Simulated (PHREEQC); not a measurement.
Make-up at 84 °C: 0.0027 mol/kgw K2CO3, 0.19 mol/kgw NaHCO3 and 0.017 mol/kgw MgCl2. Closed to the air; pH follows from the charge balance.

Model: Pitzer model, pitzer.dat, run in PHREEQC.

Each row changes one thing in this solution. This is a speciation only: nothing precipitates in the calculation.

| case | pH | ionic strength (mol/kgw) | HCO3- (mol/kgw) | Mg+2 (mol/kgw) | CO2 (mol/kgw) | CO3-2 (mol/kgw) | SI of Magnesite (MgCO3) |
|---|---|---|---|---|---|---|---|
| as made | 7.82 | 0.242 | 0.182 | 0.0142 | 0.00395 | 0.00383 | +2.13 |
| temperature from 84 to 75 °C | 7.82 | 0.243 | 0.182 | 0.0144 | 0.00375 | 0.00386 | +2.14 |
| NaHCO3 from 0.19 to 0.095 mol/kgw | ___ | 0.145 | 0.0914 | 0.0144 | 0.00182 | 0.00188 | +2.10 |
| NaHCO3 left out | 9.03 | 0.0515 | ___ | 0.0150 | 2.14e-6 | 0.000252 | +1.73 |
| diluted 5-fold with water | 8.02 | ___ | 0.0367 | 0.00290 | 0.000652 | 0.000651 | +1.38 |
| temperature from 84 to 85 °C | 7.82 | 0.242 | 0.182 | 0.0142 | 0.00398 | 0.00383 | +2.13 |

Q: Fill in the missing entries.

A: 
- NaHCO3 from 0.19 to 0.095 mol/kgw, pH: 7.89
- NaHCO3 left out, HCO3- (mol/kgw): 0.00136
- diluted 5-fold with water, ionic strength (mol/kgw): 0.0484

Some of these states are supersaturated (in Magnesite (slow to form), for instance). At this temperature some constants are extrapolated from 25 °C, and those without enthalpy data are left unchanged.
